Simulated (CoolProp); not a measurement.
Vapour-liquid equilibrium of CH2F2 (R32) (1) + R227EA (2) at 0.142 MPa; x and y are mole fractions of (1).

The numbers come from the multi-fluid Helmholtz-energy mixture model, Tillner-Roth 1997 and Lemmon 2016; pair parameters Bell 2016 in CoolProp.

```
x      bubble temperature (°C)  y at the bubble point  dew temperature at overall composition x (°C)  liquid density (mol/L)
-----  -----------------------  ---------------------  ---------------------------------------------  ----------------------
0.05                     -12.9                  0.206                                           -9.3                   9.299
0.125                    -19.1                  0.432                                          -11.0                   9.899
0.2                      -24.3                  0.584                                          -12.8                   10.53
0.275                    -28.4                  0.685                                          -14.7                   11.20
0.35                     -31.7                  0.755                                          -16.7                   11.92
0.425                    -34.3                  0.805                                          -18.9                   12.69
0.5                      -36.4                  0.842                                          -21.3                   13.55
0.575                    -38.1                  0.871                                          -23.9                   14.49
0.65                     -39.6                  0.896                                          -26.9                   15.55
0.725                    -40.8                  0.917                                          -30.2                   16.74
0.8                      -42.0                  0.938                                          -34.0                   18.11
0.875                    -43.0                  0.959                                          -38.3                   19.69
0.95                     -44.1                  0.982                                          -42.6                   21.53
```

No azeotrope shows between x = 0.05 and 0.95.

Pair parameters are fitted to limited data, so mixtures are less certain than the pure fluids.
